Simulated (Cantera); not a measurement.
Equilibrium for abatement and gas-phase synthesis: NH₃ + SO₂ + O₂

Feed: 1 mol NH₃, 0.38 mol SO₂, 6.5 mol O₂, equilibrated at 2.70 mbar.

These are equilibrium values from Cantera (NASA tables, ideal gas, pure condensed phases), not measurements of a reactor. Candidate condensed phases: H₂O, H₂SO₄, S; 35 gas species. Kinetics and transport are ignored.

```
T (K)   x O₂  x H₂O    x N₂    x SO₂     x SO₃
-----  -----  -----  ------  -------  --------
700    0.701  0.189  0.0629  0.00355    0.0442
750    0.702  0.188  0.0627  0.00948    0.0381
800    0.703  0.187  0.0624   0.0190    0.0285
850    0.705  0.186  0.0621   0.0289    0.0182
900    0.706  0.185  0.0618   0.0364    0.0106
950    0.706  0.185  0.0617   0.0409   0.00599
1000   0.707  0.185  0.0616   0.0434   0.00342
1050   0.707  0.185  0.0615   0.0448   0.00202
1100   0.707  0.185  0.0615   0.0455   0.00124
1150   0.707  0.185  0.0615   0.0460  0.000788
1200   0.707  0.185  0.0615   0.0462  0.000519
```
x: gas mole fraction; nothing condenses.

From 700 K to 1200 K nothing is condensed.
